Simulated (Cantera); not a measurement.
Thermodynamics of calcination and drying, feed LiOH + H2

Charge: 1 mol LiOH, 9.3 mol H2, held at 310000 Pa.

Cantera equilibrium calculation (NASA polynomials, part measured and part estimated; ideal gas, pure solids and liquids). Candidate condensed phases: H2O, Li, LiH, LiOH, Li2O; 17 gas species. Rates play no part.

| T (K) | x H2 | x LiOH | x H2O | x Li | x LiH | x Li2O | x H | x Li2(OH)2 | n LiOH(l) | n Li2O(s) | n Li2O(l) |
|---|---|---|---|---|---|---|---|---|---|---|---|
| 825 | 0.990 | 1.12e-8 | 0.0100 | <1e-12 | <1e-12 | <1e-12 | 4.48e-12 | 5.65e-9 | 0.812 | 0.0940 | 0 |
| 925 | 0.970 | 3.57e-7 | 0.0304 | 5.52e-12 | 1.62e-12 | <1e-12 | 1.46e-10 | 1.14e-7 | 0.417 | 0.291 | 0 |
| 1025 | 0.949 | 4.85e-6 | 0.0510 | 2.82e-10 | 6.33e-11 | <1e-12 | 2.41e-9 | 9.08e-7 | 0 | 0.500 | 0 |
| 1125 | 0.949 | 3.25e-5 | 0.0510 | 8.58e-9 | 1.56e-9 | 1.13e-11 | 2.46e-8 | 3.06e-6 | 0 | 0.500 | 0 |
| 1225 | 0.949 | 0.000158 | 0.0509 | 1.47e-7 | 2.25e-8 | 4.22e-10 | 1.72e-7 | 8.29e-6 | 0 | 0.499 | 0 |
| 1325 | 0.949 | 0.000596 | 0.0507 | 1.63e-6 | 2.14e-7 | 8.89e-9 | 9.05e-7 | 1.89e-5 | 0 | 0.497 | 0 |
| 1425 | 0.948 | 0.00185 | 0.0500 | 1.27e-5 | 1.47e-6 | 1.20e-7 | 3.77e-6 | 3.76e-5 | 0 | 0.490 | 0 |
| 1525 | 0.947 | 0.00484 | 0.0484 | 7.60e-5 | 7.85e-6 | 1.12e-6 | 1.31e-5 | 6.61e-5 | 0 | 0.475 | 0 |
| 1625 | 0.943 | 0.0110 | 0.0453 | 0.000367 | 3.44e-5 | 7.87e-6 | 3.89e-5 | 0.000103 | 0 | 0.443 | 0 |
| 1725 | 0.936 | 0.0218 | 0.0401 | 0.00151 | 0.000129 | 4.34e-5 | 0.000102 | 0.000141 | 0 | 0.382 | 0 |
| 1825 | 0.922 | 0.0384 | 0.0333 | 0.00545 | 0.000429 | 0.000195 | 0.000240 | 0.000171 | 0 | 0.274 | 0 |
| 1925 | 0.896 | 0.0581 | 0.0279 | 0.0157 | 0.00114 | 0.000630 | 0.000514 | 0.000170 | 0 | 0 | 0.106 |
x: gas mole fraction; n: condensed amount in mol.

From 825 K to 925 K the condensed part is LiOH(l) + Li2O(s). From 1025 K to 1825 K the condensed part is Li2O(s). At 1925 K the condensed part is Li2O(l).
